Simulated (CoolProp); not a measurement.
A single-stage vapour-compression cycle with 1,2-dichloroethane: evaporating at 321.15 K (dew point), condensing at 353.15 K (bubble point), superheat 5 K, subcooling 2 K, compressor efficiency 0.6, no pressure losses. Each further row changes one setting.

Values from CoolProp's reference Helmholtz-energy equation of state, Thol 2015.

| case | cooling COP | pressure ratio | discharge temperature (K) | refrigerating effect (kJ/kg) | volumetric capacity (kJ/m³) |
|---|---|---|---|---|---|
| as stated | 5.63 | 3.15 | 389.3 | 307 | 326 |
| evaporating temperature 326.15 K | 6.85 | 2.59 | 383.8 | (withheld) | 397 |
| condensing temperature 348.15 K | 6.75 | 2.68 | (withheld) | 314 | 333 |
| subcooling 7 K | 5.75 | 3.15 | 389.3 | 314 | 333 |
| superheat 15 K | 5.61 | 3.15 | 400.4 | 316 | 325 |
| compressor efficiency 0.5 | 4.69 | 3.15 | (withheld) | 307 | 326 |

Task: Complete the blanks.

Result: 
- evaporating temperature 326.15 K, refrigerating effect (kJ/kg): 311
- condensing temperature 348.15 K, discharge temperature (K): 380.2
- compressor efficiency 0.5, discharge temperature (K): 401.0
